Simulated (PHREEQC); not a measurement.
A solution holds 0.078 mol H3PO4 and 0.0012 mol HCl per kg of water, at 25 °C. Closed to the air; pH follows from the charge balance.

Equilibrium calculation in PHREEQC: ion-association model, wateq4f.dat.

Each row changes one thing in this solution. No solid was allowed to form.

```json
[
 {"case": "as made", "pH": "1.69", "ionic strength (mol/kgw)": "0.0230"},
 {"case": "HCl replaced by KCl at the same molality", "pH": "1.71", "ionic strength (mol/kgw)": "0.0235"},
 {"case": "temperature from 25 to 65 °C", "pH": "1.77", "ionic strength (mol/kgw)": "0.0193"},
 {"case": "H3PO4 left out", "pH": "2.94", "ionic strength (mol/kgw)": "0.00120"},
 {"case": "HCl replaced by CdCl2 at the same molality", "pH": "1.71", "ionic strength (mol/kgw)": "0.0257"},
 {"case": "0.042 mol/kgw HNO3 added", "pH": "1.33", "ionic strength (mol/kgw)": "0.0550"},
 {"case": "HCl from 0.0012 to 0.0024 mol/kgw", "pH": "1.68", "ionic strength (mol/kgw)": "0.0237"}
]
```

Species that the database lacks are ignored. H3PO4, which wateq4f.dat lacks, is added to it with the constant of phreeqc.dat. Constants without temperature data keep their 25 °C values here.
